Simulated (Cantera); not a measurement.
Thermodynamics of iron carbonyl, mercury and lead vapours, feed Pb + O2 + H2

Input: 1 mol Pb, 1.7 mol O2, 15 mol H2, at 1375 °C.

These are equilibrium values from Cantera (NASA tables, ideal gas, pure condensed phases), not measurements of a reactor. Candidate condensed phases: H2O, Pb, PbO, PbO2, Pb3O4; 12 gas species. The numbers say what is thermodynamically allowed, not how fast it happens.

```
P (Pa)   log p H2  log p H2O  log p Pb  log p H  log p OH  log p Pb2  log p PbO  n Pb(l)
-------  --------  ---------  --------  -------  --------  ---------  ---------  -------
10          -4.14      -4.67     -5.21    -6.12     -8.00     -12.37      -8.77        0
52          -3.43      -3.96     -4.49    -5.76     -7.64     -10.94      -8.05        0
270         -2.71      -3.24     -3.77    -5.40     -7.28      -9.51      -7.34        0
1400        -1.99      -2.53     -3.06    -5.05     -6.93      -8.08      -6.62        0
7200        -1.28      -1.82     -2.35    -4.69     -6.57      -6.65      -5.91        0
37000       -0.57      -1.10     -1.64    -4.34     -6.22      -5.23      -5.20        0
190000       0.15      -0.39     -1.05    -3.98     -5.86      -4.05      -4.61    0.254
1000000      0.88       0.35     -1.05    -3.61     -5.49      -4.05      -4.61    0.864
```
log p: log10 of the partial pressure in bar; n: condensed amount in mol.

From 0.000100 bar to 0.370 bar nothing is condensed. From 1.90 bar to 10.0 bar the condensed part is Pb(l). The main Pb-bearing gas is Pb throughout.
